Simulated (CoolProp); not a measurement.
Properties of CH3F (R41) at several states.

The numbers come from the reference Helmholtz-energy equation of state, Lemmon 2006 in CoolProp. It is a short technical equation, of lower accuracy than the large ones.

```json
[
 {"T (°C)": "85.05", "p (MPa)": "0.0527", "phase": "gas", "cp (kJ/(kg K))": "?", "isothermal compressibility (1/MPa)": "19.02", "fugacity coefficient": "0.9976"},
 {"T (°C)": "150.55", "p (MPa)": "0.0257", "phase": "gas", "cp (kJ/(kg K))": "?", "isothermal compressibility (1/MPa)": "38.94", "fugacity coefficient": "0.9994"},
 {"T (°C)": "-57.05", "p (MPa)": "0.723", "phase": "liquid", "cp (kJ/(kg K))": "2.118", "isothermal compressibility (1/MPa)": "?", "fugacity coefficient": "?"},
 {"T (°C)": "-92.15", "p (MPa)": "6.64", "phase": "liquid", "cp (kJ/(kg K))": "2.040", "isothermal compressibility (1/MPa)": "0.001185", "fugacity coefficient": "?"},
 {"T (°C)": "-80.85", "p (MPa)": "0.0549", "phase": "gas", "cp (kJ/(kg K))": "?", "isothermal compressibility (1/MPa)": "18.68", "fugacity coefficient": "0.9766"},
 {"T (°C)": "-36.95", "p (MPa)": "1.03", "phase": "liquid", "cp (kJ/(kg K))": "?", "isothermal compressibility (1/MPa)": "?", "fugacity coefficient": "0.5548"}
]
```

Question: Complete the blanks.

Answer: 
- 85.05, cp (kJ/(kg K)): 1.215
- 150.55, cp (kJ/(kg K)): 1.349
- -57.05, isothermal compressibility (1/MPa): 0.002199
- -57.05, fugacity coefficient: 0.3728
- -92.15, fugacity coefficient: 0.007675
- -80.85, cp (kJ/(kg K)): 1.118
- -36.95, cp (kJ/(kg K)): 2.208
- -36.95, isothermal compressibility (1/MPa): 0.003226
